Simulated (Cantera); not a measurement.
A Cantera script and what it prints.

```python
import numpy as np
import cantera as ct

gas_names = """
    H HO2 H2 H2O H2O2 O OH O2 O3 Si SiH SiH2 SiH3 SiH4 SiO SiO2 Si2 Si3
""".split()
cond_names = """
    H2O(s) H2O(L) Si(cr) Si(L) SiO2(Lqz) SiO2(hqz) SiO2(L)
""".split()


# ... load() reads the species with a 1 bar reference pressure and builds the phases ...
atoms = {
    'Si': {'Si': 1},
    'H2O': {'H': 2, 'O': 1},
    'H2': {'H': 2},
}
top_T = {}  # K; cautious upper limits of use, not melting points


# ... equilibrate(T, P, feed) seeds the gas with the atoms and calls Mixture.equilibrate('TP', solver="vcs", rtol=1e-11, max_steps=5000) ...
results = []
feed = {'Si': 1, 'H2O': 2.6, 'H2': 71}  # mol
P = 101325  # Pa
for T in [1248, 1323, 1398, 1473, 1548, 1623, 1698, 1773, 1848, 1923, 1998]:
    mix = equilibrate(T, P, feed)
    results.append((T, P, feed, dict(zip(mix.species_names, mix.species_moles))))

top = {s: max(r[3][s] / sum(r[3][g] for g in gas_names) for r in results) for s in gas_names}
cols = sorted((s for s in top if top[s] > 0.001), key=lambda s: -top[s])[:9]
seen = [c for c in cond_names if any(r[3].get(c, 0) > 1e-12 for r in results)]
print("log10 of partial pressures in bar; condensed amounts in mol")
print(f"{'T/K':>10s}" + "".join(f"{s[:9]:>10s}" for s in cols + seen))
for T, P, feed, n in results:
    ng = sum(n[g] for g in gas_names)
    print(f"{T:10.4g}" + "".join(f"{np.log10(max(n[s] / ng * P / 1e5, 1e-99)):10.3f}" for s in cols)
          + "".join(f"{n.get(c, 0):10.4g}" for c in seen))
```

Output:

```
log10 of partial pressures in bar; condensed amounts in mol
       T/K        H2       H2O       SiO         H SiO2(hqz)   SiO2(L)
      1248     0.002    -2.083   -10.506    -6.330         1         0
      1323     0.002    -2.083    -9.211    -5.799         1         0
      1398     0.002    -2.083    -8.058    -5.324         1         0
      1473     0.002    -2.083    -7.026    -4.897         1         0
      1548     0.002    -2.083    -6.097    -4.510    0.9999         0
      1623     0.002    -2.083    -5.257    -4.159    0.9996         0
      1698     0.002    -2.081    -4.494    -3.839         0    0.9977
      1773     0.002    -2.075    -3.814    -3.545         0    0.9889
      1848     0.001    -2.052    -3.210    -3.275         0    0.9551
      1923     0.000    -1.989    -2.697    -3.026         0    0.8538
      1998    -0.003    -1.873    -2.286    -2.796         0    0.6216
```

These are equilibrium values from Cantera (NASA tables, ideal gas, pure condensed phases), not measurements of a reactor. The tables hold silica as quartz up to 1696 K and as liquid above; real silica turns to tridymite and cristobalite and melts near 1996 K. Gases not in the tables: Si(OH)4.
